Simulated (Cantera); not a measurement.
Charge: 1 mol SiH2Cl2, 0.35 mol N2, 24 mol NH3, at 1925 K and 0.470 bar.

Cantera equilibrium calculation (NASA polynomials, part measured and part estimated; ideal gas, pure solids and liquids). The tables' values for SiCl, SiCl3 are old estimates; treat these amounts as uncertain. Gases not in the tables: Si2H6 and higher silanes. Kinetics and transport are ignored.

```tsv
species	before	after
H2	0.725	0.715
N2	0.236	0.245
HCl	0.0344	0.0328
H	0.00119	0.00329
SiCl2	0.00280	0.00330
Si	2.43e-5	0.000217
Si2N	2.35e-6	1.98e-5
SiN	2.54e-6	1.61e-5
SiH	1.15e-5	7.20e-5
SiCl	2.91e-5	0.000121
SiH2	3.24e-5	0.000115
Si3N4(s), mol	0.285	0
Si(l), mol	0	0.803
```
Gas species are given as mole fractions.

Q: Which change was made?
A. pressure from 0.470 bar to 1.00 bar
B. temperature from 1925 K to 2075 K
C. temperature from 1925 K to 1098.15 K
D. NH3 from 24 to 0.39 mol

A: B, temperature from 1925 K to 2075 K. The tables' values for SiCl, SiN, SiCl3 are old estimates; treat these amounts as uncertain
